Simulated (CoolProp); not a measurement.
The fluid at 293.15 K and 0.0079 MPa is throttled through a valve to 0.00123 MPa with no heat exchange. The same conditions are run with several fluids, on thermodynamics alone (safety and materials aside).

Model: reference Helmholtz-energy equation of state of each fluid (isohexane: Lemmon 2006; R236FA: Pan 2012; carbonyl sulfide: Lemmon 2006; cis-2-butene: Lemmon 2005; carbon dioxide: Span 1996), in CoolProp.

```csv
fluid,temperature change (K),final density (kg/m³)
isohexane,[?],[?]
R236FA,-0.2,0.0768
carbonyl sulfide,-0.1,0.0303
cis-2-butene,-0.2,0.0283
carbon dioxide,-0.1,[?]
```

Task: Complete the blanks.

Result: 
- isohexane, temperature change (K): -0.3
- isohexane, final density (kg/m³): 0.0436
- carbon dioxide, final density (kg/m³): 0.0222
